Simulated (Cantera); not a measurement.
A perfectly stirred reactor is fed with CH4 : H2 : O2 : N2 : CO2 = 1 : 1.3 : 2.21 : 24.3 : 2 (molar parts), equivalence ratio 1.2, at 0.390 bar; it is adiabatic with a 575 K inlet, and is followed from long to short residence time, starting on the burning branch (τ in s: 0.052, 0.019, 0.0066, 0.0023, 0.00083, 0.0003, 0.0001, 3.7e-05, 1.3e-05).

Detailed kinetics in Cantera: GRI-Mech 3.0 (53 species, 325 reactions).

### Question
What does this change do: inlet temperature 575 to 450 K?

### Answer
| quantity | before | after |
|---|---|---|
| blow-out, bracketed by the residence times tried | burning at 52.0 ms, out at 19.0 ms | not reached |
| x(CH4) at τ = 52.0 ms | 0.000209 | 0.0325 |
| x(H2) at τ = 52.0 ms | 0.0109 | 0.0422 |
| x(O2) at τ = 52.0 ms | 0.00120 | 0.0717 |
| x(H2O) at τ = 52.0 ms | 0.0958 | <1e-12 |
| x(H2O2) at τ = 52.0 ms | 2.74e-8 | <1e-12 |
| x(CH4) at τ = 0.830 ms | 0.0325 | 0.0325 |
| x(H2) at τ = 0.830 ms | 0.0422 | 0.0422 |
| x(O2) at τ = 0.830 ms | 0.0717 | 0.0717 |
| x(H2O) at τ = 0.830 ms | <1e-12 | <1e-12 |
| x(H2O2) at τ = 0.830 ms | <1e-12 | <1e-12 |
| state | not reached | not burning at any residence time tried |
